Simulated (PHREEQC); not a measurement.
Dissolve 0.29 mol/kgw HNO3, 0.00021 mol/kgw K2SO4 and 9.7e-05 mol/kgw H3BO3 at 25 °C. Closed to the air; pH follows from the charge balance.

Model: ion-association model, phreeqc.dat, run in PHREEQC.

Each row changes one thing in this solution. Precipitation was switched off in this run.

```
case                                             pH  HSO4- (mol/kgw)  SO4-2 (mol/kgw)  KSO4- (mol/kgw)
--------------------------------------------  -----  ---------------  ---------------  ---------------
as made                                        0.64         0.000186          2.43e-5          1.72e-8
temperature from 25 to 65 °C                   0.65         0.000199          1.06e-5          1.25e-8
diluted 10-fold with water                     1.60          1.27e-5          8.25e-6          1.28e-9
HNO3 left out                                  6.59          4.76e-9         0.000209          5.51e-7
H3BO3 replaced by NaBF4 at the same molality   0.64         0.000186          2.43e-5          1.72e-8
H3BO3 replaced by HBF4 at the same molality    0.64         0.000186          2.43e-5          1.72e-8
HNO3 from 0.29 to 1.45 mol/kgw                -0.03         0.000197          1.28e-5          4.51e-9
```

The ionic strength passes 0.7 mol/kgw, the rough limit of the ion-association models, in HNO3 from 0.29 to 1.45 mol/kgw. At this temperature some constants are extrapolated from 25 °C, and those without enthalpy data are left unchanged. Real BF4- forms and hydrolyses slowly; the run takes it at equilibrium.
